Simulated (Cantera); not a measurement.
Cantera run:

```python
import numpy as np
import cantera as ct

gas_names = """
    AL ALCL ALCL2 ALCL3 ALH ALN AL2 AL2CL6 CL CL2 H HCL H2 N NH NH2 NH3 N2 N2H2 N2H4
""".split()
cond_names = """
    AL(cr) AL(L) ALCL3(s) ALCL3(L) ALN(s) NH4CL(a) NH4CL(b)
""".split()


# ... load() reads the species with a 1 bar reference pressure and builds the phases ...
atoms = {
    'AlCl3': {'AL': 1, 'CL': 3},
    'NH3': {'N': 1, 'H': 3},
    'N2': {'N': 2},
}
top_T = {'ALN(s)': 2750}  # K; cautious upper limits of use, not melting points


# ... equilibrate(T, P, feed) seeds the gas with the atoms and calls Mixture.equilibrate('TP', solver="vcs", rtol=1e-11, max_steps=5000) ...
results = []
feed = {'AlCl3': 1, 'NH3': 19, 'N2': 58}  # mol
T = 1573  # K
P = 1333.22  # Pa
mix = equilibrate(T, P, feed)
results.append((T, P, feed, dict(zip(mix.species_names, mix.species_moles))))
x = sorted(zip(gas.X, gas.species_names), reverse=True)
print(f"T = {T:g} K  P = {P:g} Pa  gas = {mix.phase_moles(0):.4g} mol")
print("   x: " + "  ".join(f"{s} {v:.3e}" for v, s in x if v > 0.0001))
print("   condensed (mol): " + ("  ".join(f"{mix.phase(i).name} {mix.phase_moles(i):.4g}"
      for i in range(1, mix.n_phases) if mix.phase_moles(i) > 1e-12) or "none"))
```

Output:

```
T = 1573 K  P = 1333.22 Pa  gas = 97.8 mol
   x: N2 6.899e-01  H2 2.822e-01  HCL 1.817e-02  ALCL 7.521e-03  ALCL2 1.083e-03  ALCL3 9.350e-04  H 1.871e-04
   condensed (mol): ALN(s) 0.067
```

Method: chemical equilibrium by Gibbs-energy minimisation in Cantera with the NASA 1993 tables (ideal gas, pure condensed phases). The tables' values for AlCl2 are old estimates; treat these amounts as uncertain.
